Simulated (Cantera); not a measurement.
What does this Cantera script print?

```python
import numpy as np
import cantera as ct

gas_names = """
    CL CLO CL2 H HCL HOCL HO2 H2 H2O H2O2 O OH O2 O3 Si SiCL SiCL2 SiCL3 SiCL4 SiH SiHCL3 SiH2 SiH2CL2
    SiH3 SiH3CL SiH4 SiO SiO2 Si2 Si3
""".split()
cond_names = """
    H2O(s) H2O(L) Si(cr) Si(L) SiO2(Lqz) SiO2(hqz) SiO2(L)
""".split()


# ... load() reads the species with a 1 bar reference pressure and builds the phases ...
atoms = {
    'SiH2Cl2': {'Si': 1, 'H': 2, 'CL': 2},
    'O2': {'O': 2},
    'O3': {'O': 3},
}
top_T = {}  # K; cautious upper limits of use, not melting points


# ... equilibrate(T, P, feed) seeds the gas with the atoms and calls Mixture.equilibrate('TP', solver="vcs", rtol=1e-11, max_steps=5000) ...
results = []
feed = {'SiH2Cl2': 1, 'O2': 17, 'O3': 0.57}  # mol
T = 1650  # K
P = 1333.22  # Pa
mix = equilibrate(T, P, feed)
results.append((T, P, feed, dict(zip(mix.species_names, mix.species_moles))))
print(gas.report(threshold=0.0001))
for i in range(1, mix.n_phases):
    print(f"{mix.phase(i).name:16s} {mix.phase_moles(i):12.5e} mol")
```

Result:

```
       temperature   1650 K
          pressure   1333.2 Pa
           density   0.0031303 kg/m^3
  mean mol. weight   32.211 kg/kmol
   phase of matter   gas

                          1 kg             1 kmol
                     ---------------   ---------------
          enthalpy        1.2065e+06        3.8862e+07  J
   internal energy        7.8059e+05        2.5143e+07  J
           entropy            9250.5        2.9797e+05  J/K
    Gibbs function       -1.4057e+07       -4.5278e+08  J
 heat capacity c_p              1132             36462  J/K
 heat capacity c_v            873.85             28147  J/K

                      mass frac. Y      mole frac. X     chem. pot. / RT
                     ---------------   ---------------   ---------------
                CL          0.035861          0.032584           -21.173
               CL2         0.0014517        0.00065953           -42.345
               HCL          0.080638          0.071244           -39.382
               H2O         0.0093762          0.016765           -52.693
                 O        0.00010438        0.00021015           -16.273
                OH         0.0002333        0.00044186           -34.483
                O2           0.87221           0.87802           -32.546
     [  +23 minor]        0.00012108        7.8616e-05

Si(cr)            0.00000e+00 mol
SiO2(hqz)         1.00000e+00 mol
```

Cantera equilibrium calculation (NASA polynomials, part measured and part estimated; ideal gas, pure solids and liquids). The tables hold silica as quartz up to 1696 K and as liquid above; real silica turns to tridymite and cristobalite and melts near 1996 K.
